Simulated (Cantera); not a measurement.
What does this Cantera script print?

```python
import numpy as np
import cantera as ct

gas = ct.Solution("gri30.yaml")
gas.TPX = 1400, 17000, {'CO': 0.0011, 'O2': 0.065, 'H2O': 0.00017, 'N2': 1}
reactor = ct.IdealGasConstPressureReactor(gas, energy="off", clone=False)
net = ct.ReactorNet([reactor])
net.rtol, net.atol = 1e-08, 1e-18
show = ['CO', 'O2', 'H2O', 'H2O2', 'CO2']
times = np.geomspace(1e-05, 8, 9)

steps = ct.SolutionArray(gas, extra=["t"])
rows = []
print(f"{'t/s':>10s}{'T/K':>9s}{'P/Pa':>11s}" + "".join(f"{s:>11s}" for s in show))
for t in times:
    while net.time < t:
        t_next = net.step()
        steps.append(gas.state, t=t_next)
    rows.append([np.interp(t, steps.t, y) for y in (steps.T, steps.P, *steps(*show).X.T)])
    print(f"{t:10.3e}{rows[-1][0]:9.1f}{rows[-1][1]:11.4g}" + "".join(f"{x:11.3e}" for x in rows[-1][2:]))
rate = np.gradient(steps.T, steps.t)
print("integrator steps:", len(steps.t))
if steps.T.max() > steps.T[0] + 200:
    print(f"time of steepest temperature rise: {steps.t[rate.argmax()]:.4e} s")
gas.TPX = 1400, 17000, {'CO': 0.0011, 'O2': 0.065, 'H2O': 0.00017, 'N2': 1}
gas.equilibrate("TP")
print(f"equilibrium (TP): T = {gas.T:.1f} K  " + "  ".join(f"{s} {gas[s].X[0]:.3e}" for s in show))
```

It prints:

```
       t/s      T/K       P/Pa         CO         O2        H2O       H2O2        CO2
 1.000e-05   1400.0    1.7e+04  1.032e-03  6.096e-02  1.594e-04  4.600e-19  7.929e-11
 5.469e-05   1400.0    1.7e+04  1.032e-03  6.096e-02  1.594e-04  1.169e-17  4.337e-10
 2.991e-04   1400.0    1.7e+04  1.032e-03  6.096e-02  1.594e-04  1.778e-16  2.373e-09
 1.636e-03   1400.0    1.7e+04  1.032e-03  6.096e-02  1.594e-04  1.166e-15  1.310e-08
 8.944e-03   1400.0    1.7e+04  1.032e-03  6.096e-02  1.594e-04  5.508e-15  8.606e-08
 4.891e-02   1400.0    1.7e+04  1.023e-03  6.095e-02  1.586e-04  3.110e-12  8.241e-06
 2.675e-01   1400.0    1.7e+04  5.502e-05  6.036e-02  1.438e-04  5.471e-10  9.770e-04
 1.463e+00   1400.0    1.7e+04  3.736e-07  6.047e-02  1.567e-04  2.778e-11  1.032e-03
 8.000e+00   1400.0    1.7e+04  1.974e-08  6.047e-02  1.586e-04  2.992e-12  1.032e-03
integrator steps: 1298
equilibrium (TP): T = 1400.0 K  CO 1.007e-08  O2 6.026e-02  H2O 1.588e-04  H2O2 1.798e-12  CO2 1.032e-03
```

Detailed kinetics in Cantera: GRI-Mech 3.0 (53 species, 325 reactions).
